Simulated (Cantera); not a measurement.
Feed: 1 mol CuO, 1.3 mol CH₄, 4.8 mol H₂, held at 2248 K and 7.90 bar.

These are equilibrium values from Cantera (NASA tables, ideal gas, pure condensed phases), not measurements of a reactor. Candidate condensed phases: C, C₆H₆, C₇H₈, C₈H₁₈, Cu, CuO, Cu(OH)₂, Cu₂O, H₂O; 113 gas species. The numbers say what is thermodynamically allowed, not how fast it happens.

Base state: H₂ 0.870, CO 0.119, Cu 0.00420, C₂H₂ (acetylene) 0.00288, H 0.00244, CH₄ 0.00142, CH₃ 7.56e-5, H₂O 3.99e-5 (mole fractions); condensed: C(graphite) + Cu(l).

What changes in the equilibrium state with this change: CuO replaced by Fe₃O₄?


| species | before | after |
|---|---|---|
| H₂ | 0.870 | 0.572 |
| H₂O | 3.99e-5 | 0.276 |
| CO | 0.119 | 0.137 |
| CO₂ | 9.99e-7 | 0.0122 |
| Fe | 0 | 0.000540 |
| Cu | 0.00420 | 0 |
| C₂H₂ (acetylene) | 0.00288 | <1e-9 |
| Fe(OH)₂ | 0 | 0.000290 |
| C₂H₄ | 3.90e-5 | <1e-9 |
| Cu₂ | 3.64e-5 | 0 |
| C(graphite), mol | 0.238 | 0 |
| Cu(l), mol | 0.964 | 0 |
| Fe(l), mol | 0 | 2.81 |
| FeO(l), mol | 0 | 0.182 |
Each liquid is taken as pure. Mutual solubility and eutectic melting of coexisting phases are not modelled. The tables' stoichiometric FeO is somewhat more stable than real wüstite, so its field is too wide. FeO: taken at fixed stoichiometry. Further candidate phases: Fe, Fe(CO)₅, FeO, Fe(OH)₂, Fe(OH)₃, Fe₂O₃, Fe₃O₄.
